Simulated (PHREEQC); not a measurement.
## Brackish or sea water: an equilibrium model

Model water analysis in mg/kgw, 45 °C, pH 6.58:

```csv
constituent,mg/kgw
Na,10800
K,4410
Ca,93.9
Mg,494
Cl,21100
S(6) as SO4,1260
Alkalinity as HCO3,4.49e-05
```

Valence states are taken as typed.

All values are PHREEQC results (Pitzer model, pitzer.dat), not measurements.

- ionic strength = 0.660 mol/kgw
- activity of water = 0.980
- specific conductance = 80600 µS/cm
- density = 1.016 g/cm³
- osmotic coefficient = 0.912
- charge-balance error = 0.5 %

```csv
species,molality,activity,log γ
Cl-,0.595,0.375,-0.201
Na+,0.470,0.327,-0.158
K+,0.113,0.0730,-0.189
Mg+2,0.0203,0.00469,-0.637
SO4-2,0.0131,0.00122,-1.032
Ca+2,0.00234,0.000498,-0.672
H+,3.32e-7,2.63e-7,-0.102
OH-,2.60e-7,1.50e-7,-0.238
MgOH+,1.40e-7,1.39e-7,-0.002
HSO4-,8.83e-8,5.42e-8,-0.212
HCO3-,2.14e-8,1.30e-8,-0.217
CO2,6.02e-9,6.62e-9,0.042
```

This is a speciation only: nothing precipitates in the calculation. Constants without temperature data keep their 25 °C values here.
